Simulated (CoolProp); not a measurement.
Water along the isobar 180 bar: fugacity coefficient from the reference equation and from simpler models built on Tc = 647.1 K, pc = 220.6 bar, ω = 0.344; each cubic takes its own stable root.

Values from CoolProp's reference Helmholtz-energy equation of state, Wagner 2002.

```csv
T (K),phase,reference,van der Waals,Redlich-Kwong,Soave-Redlich-Kwong,Peng-Robinson
567.5,liquid,0.3683,0.5724,0.4638,0.3933,0.3804
589.8,liquid,0.4722,0.6425,0.5554,0.4996,0.4832
612,liquid,0.5873,0.7108,0.6478,0.6125,0.5928
634.3,gas,0.6965,0.7438,0.7130,0.7088,0.6878
656.6,gas,0.7403,0.7664,0.7428,0.7455,0.7242
678.9,gas,0.7742,0.7860,0.7679,0.7759,0.7545
701.1,gas,0.8020,0.8032,0.7896,0.8019,0.7806
723.4,gas,0.8253,0.8185,0.8087,0.8246,0.8034
745.7,gas,0.8452,0.8323,0.8255,0.8446,0.8237
767.9,gas,0.8623,0.8446,0.8405,0.8622,0.8415
790.2,gas,0.8771,0.8558,0.8539,0.8779,0.8576
812.5,gas,0.8901,0.8660,0.8660,0.8918,0.8719
834.8,gas,0.9015,0.8753,0.8769,0.9043,0.8848
857,gas,0.9116,0.8837,0.8867,0.9155,0.8964
```
